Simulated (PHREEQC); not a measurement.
A solution holds 0.00441 mol/kgw LiNO3, at 25 °C. Closed to the air; pH follows from the charge balance.

The numbers come from PHREEQC with the ion-association model, wateq4f.dat.

* **ionic strength**: 0.00441 mol/kgw

```json
[
 {"species": "Li+", "molality": "0.00441", "activity": "0.00412", "log γ": "-0.030"},
 {"species": "NO3-", "molality": "0.00441", "activity": "0.00410", "log γ": "-0.032"},
 {"species": "H+", "molality": "1.07e-7", "activity": "1.00e-7", "log γ": "-0.028"},
 {"species": "OH-", "molality": "1.07e-7", "activity": "9.97e-8", "log γ": "-0.031"}
]
```

Precipitation was switched off in this run. Species that the database lacks are ignored.
